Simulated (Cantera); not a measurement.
Feed: 1 mol borazine, 2.9 mol H₂, 0.18 mol H₂O, equilibrated at 950 K and 100 Torr.

Equilibrium computed with Cantera from the NASA thermochemical tables; the gas is ideal and each condensed phase is pure. Candidate condensed phases: B, BN, B₂O₃, B₃O₃H₃, H₂O; 39 gas species. The feed counts by its element totals alone. Gases not in the tables: H₃BO₃. Equilibrium is a limit: real reactors are often held back by kinetics, nucleation or transport.

Base state: H₂ 0.990, N₂ 0.00942, H₂O 0.00105, NH₃ 1.05e-5 (mole fractions); condensed: BN(s) + B₂O₃(l).

What changes in the equilibrium state with this change: H₂O from 0.18 to 3.7 mol?


| species | before | after |
|---|---|---|
| H₂ | 0.990 | 0.885 |
| N₂ | 0.00942 | 0.113 |
| H₂O | 0.00105 | 0.00216 |
| NH₃ | 1.05e-5 | 3.08e-5 |
| BN(s), mol | 2.88 | 0.549 |
| B₂O₃(l), mol | 0.0578 | 1.23 |

What changes in the equilibrium state with this change: H₂O from 0.18 to 0.078 mol?


| species | before | after |
|---|---|---|
| H₂ | 0.990 | 0.995 |
| N₂ | 0.00942 | 0.00406 |
| H₂O | 0.00105 | 0.000800 |
| NH₃ | 1.05e-5 | 6.95e-6 |
| BN(s), mol | 2.88 | 2.95 |
| B₂O₃(l), mol | 0.0578 | 0.0244 |
